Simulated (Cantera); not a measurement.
Feed: 1 mol Si, 5 mol HCl, 81 mol N₂, 14 mol HF, equilibrated at 1048.15 K and 13.0 Pa.

Equilibrium computed with Cantera from the NASA thermochemical tables; the gas is ideal and each condensed phase is pure. Candidate condensed phases: NH₄Cl, Si, Si₃N₄; 49 gas species. The numbers say what is thermodynamically allowed, not how fast it happens.

**Question.** What is the equilibrium state?

**Answer.** 
```
Quantity                             Result
--------------------------------  ---------
x(N₂)                                 0.818
x(HF)                                 0.101
x(HCl)                               0.0505
x(H₂)                                0.0202
x(SiF₄)                              0.0101
gas amount                        99.00 mol
log10 activity of Si(s) (absent)     -14.96
```
